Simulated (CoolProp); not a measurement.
Sulfur hexafluoride at several states: Z from the reference equation and from simpler models built on Tc = 318.7 K, pc = 37.55 bar, ω = 0.210; each cubic takes its own stable root.

Values from CoolProp's reference Helmholtz-energy equation of state, Guder 2009.

```tsv
T (K)	p (bar)	phase	reference
285.9	38.2	liquid	0.1561
372.3	91.5	supercritical	0.5257
475.6	79.1	supercritical	0.8676
322.4	0.862	gas	0.9926
```

### Question
How far does each simpler model (van der Waals, Soave-Redlich-Kwong, Peng-Robinson) lie from the reference over these 4 states: mean and median of the absolute difference, and the worst?

### Answer
- van der Waals: mean 16.1 %, median 6.3 %, worst +51.9 % at 285.9 K and 38.2 bar
- Soave-Redlich-Kwong: mean 5.3 %, median 5.9 %, worst +9.5 % at 285.9 K and 38.2 bar
- Peng-Robinson: mean 1.7 %, median 1.8 %, worst -3.0 % at 285.9 K and 38.2 bar
